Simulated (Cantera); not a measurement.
Feed: 1 mol Fe3O4, 4.5 mol C, 1.1 mol CO, at 0.00350 bar.

These are equilibrium values from Cantera (NASA tables, ideal gas, pure condensed phases), not measurements of a reactor. Candidate condensed phases: C, Fe, Fe(CO)5, FeO, Fe2O3, Fe3O4; 15 gas species. The numbers say what is thermodynamically allowed, not how fast it happens. All values below are at 2600 K.

Base state: CO 0.629, Fe 0.370, C3 0.000633, C 0.000178, C2 5.94e-5 (mole fractions); condensed: C(graphite).

Q: What changes in the equilibrium state with this change: 1.8 mol H2S added?

A: 
| species | before | after |
|---|---|---|
| CO | 0.629 | 0.405 |
| Fe | 0.370 | 0.238 |
| H | 0 | 0.160 |
| S | 0 | 0.0867 |
| H2 | 0 | 0.0608 |
| CS | 0 | 0.0393 |
| S2 | 0 | 0.00611 |
| SH | 0 | 0.00382 |
| CS2 | 0 | 0.000342 |
| C3 | 0.000633 | 2.44e-9 |
| C(graphite), mol | 0.482 | 0 |
Further candidate phases: C6H6, C7H8, C8H18, Fe(OH)2, Fe(OH)3, FeS, FeSO4, FeS2, Fe2(SO4)3, H2O, H2SO4, S.
